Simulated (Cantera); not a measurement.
Charge: 1 mol Si, 6.8 mol H₂, equilibrated at 0.390 bar.

Cantera equilibrium calculation (NASA polynomials, part measured and part estimated; ideal gas, pure solids and liquids). Candidate condensed phases: Si; 9 gas species. Gases not in the tables: Si₂H₆ and higher silanes. Kinetics and transport are ignored.

x: gas mole fraction; n: condensed amount in mol.

```
T (°C)   x H₂       x H  x SiH₂      x Si     x SiH  n Si(s)  n Si(l)
------  -----  --------  ------  --------  --------  -------  -------
300      1.00    <1e-12  <1e-12    <1e-12    <1e-12     1.00        0
450      1.00    <1e-12  <1e-12    <1e-12    <1e-12     1.00        0
600      1.00  7.49e-11       …    <1e-12    <1e-12    1.000        0
750      1.00   6.63e-9       …    <1e-12    <1e-12    1.000        0
900      1.00   1.89e-7       …  1.27e-12  1.42e-11    1.000        0
1050    1.000   2.54e-6       …  2.27e-10   1.04e-9    1.000        0
1200    1.000   2.03e-5       …   1.40e-8   3.15e-8    1.000        0
1350    1.000  0.000111       …   4.01e-7   5.03e-7    1.000        0
1500    1.000  0.000455       …   5.46e-6   4.21e-6        0    1.000
```

### Question
What belongs in the gaps?

### Answer

- 600, x SiH₂: 1.37e-12
- 750, x SiH₂: 1.80e-10
- 900, x SiH₂: 6.81e-9
- 1050, x SiH₂: 1.13e-7
- 1200, x SiH₂: 1.05e-6
- 1350, x SiH₂: 6.47e-6
- 1500, x SiH₂: 2.47e-5
